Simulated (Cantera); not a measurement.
## Thermodynamics of silicon oxide and oxynitride deposition, feed SiF4 + N2O + N2 + H2O

Charge: 1 mol SiF4, 0.15 mol N2O, 160 mol N2, 5.2 mol H2O, held at 1075 K and 0.900 Torr.

Cantera equilibrium calculation (NASA polynomials, part measured and part estimated; ideal gas, pure solids and liquids). Candidate condensed phases: H2O, Si, SiO2, Si2N2O, Si3N4; 58 gas species. Rates play no part.

| Quantity | Result |
|---|---|
| x(N2) | 0.957 |
| x(HF) | 0.0239 |
| x(H2O) | 0.0191 |
| x(O2) | 0.000446 |
| x(NO) | 3.42e-6 |
| x(SiF4) | 1.97e-6 |
| n(SiO2(β-quartz)) | 1.000 mol |
| gas amount | 167.4 mol |
| log10 activity of Si(s) (absent) | -28.57 |
